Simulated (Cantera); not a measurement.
Cantera run, input and output.

```python
import numpy as np
import cantera as ct

gas = ct.Solution("gri30.yaml")
gas.TPX = 300, 480000, {'CO': 1, 'H2': 1, 'O2': 2.33, 'N2': 8.74}
inlet = ct.Reservoir(gas, clone=True)
gas.equilibrate("HP")  # start burning
reactor = ct.IdealGasConstPressureReactor(gas, energy="on", clone=False)
exhaust = ct.Reservoir(gas, clone=True)
tau = [0.28, 0.12, 0.054, 0.024, 0.011, 0.0047, 0.0021, 0.00092, 0.0004, 0.00018, 7.9e-05][0]
for a, b in ((inlet, reactor), (reactor, exhaust)):
    ct.MassFlowController(a, b, mdot=lambda t: reactor.mass / tau)
net = ct.ReactorNet([reactor])
show = ['CO', 'H2', 'O2', 'H', 'NO2']

rows = []
print(f"{'tau/s':>10s}{'T/K':>9s}" + "".join(f"{s:>11s}" for s in show))
for tau in [0.28, 0.12, 0.054, 0.024, 0.011, 0.0047, 0.0021, 0.00092, 0.0004, 0.00018, 7.9e-05]:
    net.initial_time = 0.0
    net.advance(30 * tau)
    before = gas.X
    net.advance(40 * tau)
    drift = np.max(np.abs(gas.X - before) / (gas.X + 1e-9))
    rows.append([gas.T, *gas[show].X, drift])
    print(f"{tau:10.3e}{gas.T:9.1f}" + "".join(f"{x:11.3e}" for x in gas[show].X))
```

Result:

```
     tau/s      T/K         CO         H2         O2          H        NO2
 2.800e-01   1554.5  1.332e-04  1.471e-05  1.102e-01  3.138e-07  6.089e-08
 1.200e-01   1553.4  2.401e-04  2.616e-05  1.102e-01  7.030e-07  8.260e-08
 5.400e-02   1551.6  4.171e-04  4.499e-05  1.103e-01  1.521e-06  1.035e-07
 2.400e-02   1548.6  7.311e-04  7.812e-05  1.104e-01  3.349e-06  1.150e-07
 1.100e-02   1543.7  1.258e-03  1.333e-04  1.106e-01  7.154e-06  1.090e-07
 4.700e-03   1534.4  2.293e-03  2.406e-04  1.111e-01  1.623e-05  8.590e-08
 2.100e-03   1518.3  4.119e-03  4.295e-04  1.119e-01  3.456e-05  5.971e-08
 9.200e-04   1486.4  7.828e-03  8.223e-04  1.136e-01  7.144e-05  3.765e-08
 4.000e-04   1384.2  1.990e-02  2.390e-03  1.196e-01  1.181e-04  1.833e-08
 1.800e-04    300.0  7.651e-02  7.651e-02  1.783e-01 -7.078e-35  9.042e-22
 7.900e-05    300.0  7.651e-02  7.651e-02  1.783e-01  5.447e-37  2.008e-24
```

Model: GRI-Mech 3.0 (53 species, 325 reactions), integrated in Cantera. The hydrogen kinetics of GRI-Mech 3.0 are dated; newer H2 mechanisms differ, most at raised pressure.
